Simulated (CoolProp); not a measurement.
Vapour-liquid equilibrium of R152A (1) + isobutane (2) at 214.2 K; x and y are mole fractions of (1).

Computed with CoolProp (multi-fluid Helmholtz-energy mixture model, Outcalt 1996 and Bücker 2006; pair parameters Bell 2016).

Task: Give the bubble pressure and the first vapour's composition at x = 0.275, 0.575, 0.875. Is there an azeotrope?

Result: x = 0.275: 0.2040 bar, y = 0.601; x = 0.575: 0.2142 bar, y = 0.645; x = 0.875: 0.2060 bar, y = 0.711. y crosses x between x = 0.575 and 0.65: the model has an azeotrope there.

The pair parameters rest on a limited set of measurements; away from them the model extrapolates. With so large a gap from Raoult's law the liquid may split in two, which this calculation doesn't test in full.
